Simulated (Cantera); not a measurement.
## Equilibrium for carbon deposition, reforming and gasification: CO + H₂O

Input: 1 mol CO, 0.75 mol H₂O, at 1.13 Torr.

These are equilibrium values from Cantera (NASA tables, ideal gas, pure condensed phases), not measurements of a reactor. Candidate condensed phases: C, C₆H₆, C₇H₈, C₈H₁₈, H₂O; 110 gas species. The numbers say what is thermodynamically allowed, not how fast it happens.

```
T (K)    x H   x CO     x O    x H₂    x H₂O    x CO₂    x OH     x O₂
-----  -----  -----  ------  ------  -------  -------  ------  -------
2523   0.224  0.378  0.0704  0.0974   0.0955   0.0592  0.0467   0.0282
2598   0.281  0.364   0.102  0.0817   0.0575   0.0396  0.0456   0.0291
2673   0.333  0.349   0.134  0.0634   0.0303   0.0250  0.0397   0.0258
2748   0.375  0.336   0.162  0.0458   0.0142   0.0152  0.0312   0.0203
2823   0.405  0.326   0.185  0.0313  0.00614  0.00910  0.0228   0.0145
2898   0.425  0.320   0.201  0.0208  0.00253  0.00541  0.0158  0.00972
2973   0.438  0.316   0.211  0.0136  0.00103  0.00323  0.0107  0.00631
```
x: gas mole fraction; nothing condenses.

From 2523 K to 2973 K nothing is condensed. The main C-bearing gas is CO throughout.
